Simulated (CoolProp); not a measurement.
The numbers come from the reference Helmholtz-energy equation of state, Zhou 2011 in CoolProp.

Task: For dimethyl carbonate, give the phase and the density (kg/m³), cp (kJ/(kg K)), cv (kJ/(kg K)), Joule-Thomson coefficient (K/MPa) at 56.75 °C and 2.08 MPa.

Result: 
- 56.75 °C and 2.08 MPa: liquid; density 1020, cp 1.88, cv 1.39, Joule-Thomson coefficient -0.294
